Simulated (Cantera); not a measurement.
Cantera run, input and output.

```python
import numpy as np
import cantera as ct

gas = ct.Solution("gri30.yaml")
gas.TPX = 723, 520000, {'CH4': 1, 'H2': 0.84, 'O2': 3.14, 'N2': 11.8}
flame = ct.FreeFlame(gas, width=0.013)
flame.set_refine_criteria(ratio=3, slope=0.08, curve=0.16)
flame.transport_model = "unity-Lewis-number"
flame.solve(loglevel=0, auto=True)
z, T = flame.grid, flame.T
thick = (T[-1] - T[0]) / np.gradient(T, z).max()
show = ['CH4', 'H2', 'O2', 'NO', 'C2H', 'CO2']
print(f"laminar burning velocity  {flame.velocity[0] * 100:.3f} cm/s")
print(f"burnt temperature         {T[-1]:.1f} K")
print(f"thermal thickness         {thick * 1e3:.4f} mm")
print(f"grid points               {len(z)}")
z0 = z[flame.heat_release_rate.argmax()]
print(f"{'z/mm':>9s}{'T/K':>9s}{'u/(m/s)':>9s}" + "".join(f"{s:>11s}" for s in show))
rows = []
for k in (-3, -2, -1.5, -1, -0.5, -0.25, 0, 0.25, 0.5, 1, 2, 4, 8):
    zz = z0 + k * thick
    rows.append([k * thick, np.interp(zz, z, T), np.interp(zz, z, flame.velocity),
                 *(np.interp(zz, z, flame.X[gas.species_index(s)]) for s in show)])
    print(f"{rows[-1][0] * 1e3:9.3f}{rows[-1][1]:9.1f}{rows[-1][2]:9.3f}" + "".join(f"{x:11.3e}" for x in rows[-1][3:]))
```

Output:

```
laminar burning velocity  127.601 cm/s
burnt temperature         2297.9 K
thermal thickness         0.0707 mm
grid points               131
     z/mm      T/K  u/(m/s)        CH4         H2         O2         NO        C2H        CO2
   -0.212    723.8    1.277  5.956e-02  5.004e-02  1.871e-01  3.711e-09  6.513e-23  1.387e-05
   -0.141    729.0    1.287  5.931e-02  4.991e-02  1.866e-01  2.769e-08  2.784e-20  1.023e-04
   -0.106    743.9    1.313  5.862e-02  4.954e-02  1.853e-01  9.895e-08  1.890e-18  3.540e-04
   -0.071    814.7    1.438  5.530e-02  4.776e-02  1.791e-01  4.891e-07  7.263e-16  1.569e-03
   -0.035   1127.1    1.989  3.994e-02  3.966e-02  1.504e-01  2.860e-06  5.218e-12  7.227e-03
   -0.018   1463.5    2.584  2.260e-02  3.046e-02  1.175e-01  6.041e-06  1.106e-09  1.398e-02
    0.000   1823.3    3.225  5.136e-03  1.800e-02  7.854e-02  1.089e-05  5.105e-08  2.360e-02
    0.018   1993.5    3.515  3.485e-04  8.793e-03  5.843e-02  1.639e-05  3.212e-08  3.309e-02
    0.035   2067.2    3.628  1.572e-05  6.005e-03  5.261e-02  2.063e-05  2.250e-09  4.001e-02
    0.071   2150.0    3.750  6.962e-08  4.338e-03  4.866e-02  2.655e-05  1.044e-11  4.772e-02
    0.141   2224.7    3.859  1.522e-11  2.630e-03  4.590e-02  3.451e-05  2.715e-15  5.386e-02
    0.283   2273.0    3.928  7.761e-15  1.377e-03  4.441e-02  4.449e-05  2.376e-19  5.756e-02
    0.566   2293.7    3.958  1.200e-15  8.528e-04  4.383e-02  5.755e-05  1.713e-21  5.915e-02
```

Cantera simulation using GRI-Mech 3.0 (53 species, 325 reactions); the numbers are that mechanism's predictions, not measurements. Unity Lewis numbers drop preferential diffusion, which matters most where H2 and H carry the flame. Burning velocities carry a grid error of a few per cent, more on coarse grids.
